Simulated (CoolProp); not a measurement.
Vapour-liquid equilibrium of R227EA (1) + n-butane (2) at 180 kPa; x and y are mole fractions of (1).

Values from CoolProp's multi-fluid Helmholtz-energy mixture model, Lemmon 2016 and Bücker 2006; pair parameters Bell 2016.

```tsv
x	bubble temperature (K)	y at the bubble point	dew temperature at overall composition x (K)	liquid density (mol/L)
0.05	279.5	0.294	287.4	10.08
0.2	269.7	0.551	282.7	9.908
0.35	267.6	0.607	277.5	9.633
0.5	267.0	0.632	271.7	9.381
0.65	266.8	0.664	266.8	9.177
0.8	267.1	0.734	267.9	9.011
0.95	269.4	0.900	270.2	8.850
```

y crosses x between x = 0.65 and 0.8: the model has an azeotrope there.

Pair parameters are fitted to limited data, so mixtures are less certain than the pure fluids. With so large a gap from Raoult's law the liquid may split in two, which this calculation doesn't test in full.
